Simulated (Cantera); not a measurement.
Low-pressure radical oxidation in H2/O2

An isothermal, constant-pressure homogeneous reactor starts with H₂ : O₂ = 0.01 : 1 (molar parts), at 1000 K and 0.00316 atm.

Detailed kinetics in Cantera: GRI-Mech 3.0 (53 species, 325 reactions). Radical loss at walls, strong at low pressure, is not modelled.

```json
[
 {"t (s)": "1.00e-5", "x H₂": "0.00990", "x O₂": "0.990", "x H": "<1e-12", "x OH": "<1e-12", "x H₂O₂": "<1e-12", "x O": "<1e-12", "x HO₂": "<1e-12"},
 {"t (s)": "8.60e-5", "x H₂": "0.00990", "x O₂": "0.990", "x H": "1.82e-12", "x OH": "<1e-12", "x H₂O₂": "<1e-12", "x O": "<1e-12", "x HO₂": "1.96e-12"},
 {"t (s)": "0.000740", "x H₂": "0.00990", "x O₂": "0.990", "x H": "1.00e-11", "x OH": "7.20e-12", "x H₂O₂": "<1e-12", "x O": "7.85e-12", "x HO₂": "1.69e-11"},
 {"t (s)": "0.00637", "x H₂": "0.00990", "x O₂": "0.990", "x H": "6.58e-11", "x OH": "1.85e-10", "x H₂O₂": "<1e-12", "x O": "3.02e-10", "x HO₂": "1.46e-10"},
 {"t (s)": "0.0548", "x H₂": "0.00986", "x O₂": "0.990", "x H": "4.18e-6", "x OH": "1.33e-5", "x H₂O₂": "1.85e-11", "x O": "2.50e-5", "x HO₂": "9.93e-8"},
 {"t (s)": "0.471", "x H₂": "3.44e-5", "x O₂": "0.984", "x H": "0.000444", "x OH": "0.000315", "x H₂O₂": "4.25e-9", "x O": "0.00554", "x HO₂": "4.84e-7"},
 {"t (s)": "4.05", "x H₂": "4.83e-6", "x O₂": "0.989", "x H": "2.34e-5", "x OH": "0.000119", "x H₂O₂": "4.04e-9", "x O": "0.000779", "x HO₂": "2.01e-7"},
 {"t (s)": "34.9", "x H₂": "1.17e-7", "x O₂": "0.990", "x H": "9.50e-8", "x OH": "1.90e-5", "x H₂O₂": "1.72e-9", "x O": "1.98e-5", "x HO₂": "2.13e-8"},
 {"t (s)": "300", "x H₂": "3.47e-9", "x O₂": "0.990", "x H": "5.10e-10", "x OH": "3.33e-6", "x H₂O₂": "2.06e-10", "x O": "6.06e-7", "x HO₂": "1.18e-9"}
]
```
x: mole fraction; the columns are a selection and need not sum to one.

Equilibrium at this temperature and pressure: H₂ 1.56e-11, O₂ 0.990, H <1e-12, OH 2.25e-7, H₂O₂ 1.58e-12, O 2.78e-9, HO₂ 2.24e-10 (gas phase only).
